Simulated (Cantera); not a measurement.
Premixed flame

A freely propagating, adiabatic, planar premixed flame of 49.0 % H₂, 10.2 % O₂, 38.4 % N₂, 2.40 % H₂O, equivalence ratio 2.4, unburnt at 523 K and 7500 Torr; mixture-averaged transport, grid criteria slope 0.08 and curve 0.16, no radiation.

Computed with Cantera and the H2/O2 subset of GRI-Mech 3.0, which has no nitrogen chemistry. The hydrogen kinetics of GRI-Mech 3.0 are dated; newer H2 mechanisms differ, most at raised pressure. Burning velocities carry a grid error of a few per cent, more on coarse grids.

```json
[
 {"z (mm)": "-0.0752", "T (K)": "523", "u (m/s)": "5.04", "x H₂": "0.490", "x O₂": "0.102", "x H₂O": "0.0240", "x H₂O₂": "<1e-8", "x O": "<1e-8", "x HO₂": "<1e-8"},
 {"z (mm)": "-0.0501", "T (K)": "523", "u (m/s)": "5.04", "x H₂": "0.490", "x O₂": "0.102", "x H₂O": "0.0240", "x H₂O₂": "<1e-8", "x O": "<1e-8", "x HO₂": "7.29e-8"},
 {"z (mm)": "-0.0376", "T (K)": "524", "u (m/s)": "5.05", "x H₂": "0.490", "x O₂": "0.102", "x H₂O": "0.0241", "x H₂O₂": "4.77e-8", "x O": "<1e-8", "x HO₂": "6.58e-7"},
 {"z (mm)": "-0.0251", "T (K)": "532", "u (m/s)": "5.10", "x H₂": "0.487", "x O₂": "0.103", "x H₂O": "0.0244", "x H₂O₂": "9.03e-7", "x O": "9.70e-8", "x HO₂": "1.24e-5"},
 {"z (mm)": "-0.0125", "T (K)": "664", "u (m/s)": "6.16", "x H₂": "0.464", "x O₂": "0.103", "x H₂O": "0.0323", "x H₂O₂": "5.73e-5", "x O": "1.03e-5", "x HO₂": "0.000855"},
 {"z (mm)": "-0.00626", "T (K)": "981", "u (m/s)": "8.82", "x H₂": "0.428", "x O₂": "0.0916", "x H₂O": "0.0665", "x H₂O₂": "0.000129", "x O": "0.000144", "x HO₂": "0.00115"},
 {"z (mm)": "0", "T (K)": "1349", "u (m/s)": "11.9", "x H₂": "0.380", "x O₂": "0.0647", "x H₂O": "0.126", "x H₂O₂": "5.41e-5", "x O": "0.000585", "x HO₂": "0.000556"},
 {"z (mm)": "0.00626", "T (K)": "1605", "u (m/s)": "14.1", "x H₂": "0.339", "x O₂": "0.0351", "x H₂O": "0.183", "x H₂O₂": "8.17e-6", "x O": "0.000790", "x HO₂": "0.000261"},
 {"z (mm)": "0.0125", "T (K)": "1747", "u (m/s)": "15.3", "x H₂": "0.316", "x O₂": "0.0159", "x H₂O": "0.219", "x H₂O₂": "3.24e-6", "x O": "0.000560", "x HO₂": "0.000112"},
 {"z (mm)": "0.0251", "T (K)": "1866", "u (m/s)": "16.3", "x H₂": "0.302", "x O₂": "0.00309", "x H₂O": "0.244", "x H₂O₂": "1.10e-6", "x O": "0.000201", "x HO₂": "2.05e-5"},
 {"z (mm)": "0.0501", "T (K)": "1945", "u (m/s)": "16.9", "x H₂": "0.303", "x O₂": "0.000234", "x H₂O": "0.251", "x H₂O₂": "2.88e-7", "x O": "7.15e-5", "x HO₂": "1.52e-6"},
 {"z (mm)": "0.100", "T (K)": "2003", "u (m/s)": "17.4", "x H₂": "0.308", "x O₂": "1.63e-5", "x H₂O": "0.253", "x H₂O₂": "1.03e-7", "x O": "2.80e-5", "x HO₂": "1.55e-7"},
 {"z (mm)": "0.200", "T (K)": "2040", "u (m/s)": "17.6", "x H₂": "0.311", "x O₂": "3.97e-6", "x H₂O": "0.254", "x H₂O₂": "3.88e-8", "x O": "9.26e-6", "x HO₂": "4.37e-8"}
]
```
x: mole fraction of selected species; z is measured from the peak of heat release.

```yaml
laminar_burning_velocity: 504 cm/s
thermal_thickness: 0.0251 mm
peak x(H₂O₂): 0.000130
peak x(O): 0.000797
peak x(HO₂): 0.00135
grid_points: 116
```
